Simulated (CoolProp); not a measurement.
A Linde-Hampson liquefier for nitrogen: isothermal reversible compression at 280 K from 1 atm to 15 MPa, throttling to 1 atm, return gas leaving the recuperator 5 K below the feed. Each further row changes one setting.

Computed with CoolProp (reference Helmholtz-energy equation of state, Span 2000).

```json
[
 {"case": "as stated", "liquid yield per pass": "(withheld)", "compression work (kJ/kg of gas)": "413"},
 {"case": "high pressure 30 MPa", "liquid yield per pass": "0.098", "compression work (kJ/kg of gas)": "(withheld)"},
 {"case": "warm-end temperature 310 K", "liquid yield per pass": "0.044", "compression work (kJ/kg of gas)": "(withheld)"},
 {"case": "warm-end gap 10 K", "liquid yield per pass": "0.052", "compression work (kJ/kg of gas)": "413"}
]
```

Task: What belongs in the gaps?

Result: 
- as stated, liquid yield per pass: 0.064
- high pressure 30 MPa, compression work (kJ/kg of gas): 474
- warm-end temperature 310 K, compression work (kJ/kg of gas): 461
